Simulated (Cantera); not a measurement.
Source: NASA polynomial tables (part measured, part estimated), evaluated in Cantera. Values are per mole of reaction as written; species without (g) are pure solids or liquids, kept so even where they would boil at 1 bar. TaC: taken at fixed stoichiometry.

Between 300 and 1623 K, where is each reaction favourable under standard conditions?
- 2 HCN(g) + 4 Ta + C₂H₄(g) = 4 TaC + 2 NH₃(g)
- 2 Ta + C₂H₆(g) = 6 H(g) + 2 TaC


- 2 HCN(g) + 4 Ta + C₂H₄(g) = 4 TaC + 2 NH₃(g): ΔG° is -921 kJ at 300 K and -625 kJ at 1623 K; it stays negative (K > 1). ΔH° is -976 kJ and ΔS° -216 J/K at 1623 K.
- 2 Ta + C₂H₆(g) = 6 H(g) + 2 TaC: ΔG° is 965 kJ at 300 K and 249 kJ at 1623 K; it stays positive (K < 1). ΔH° is 1177 kJ and ΔS° 572 J/K at 1623 K.
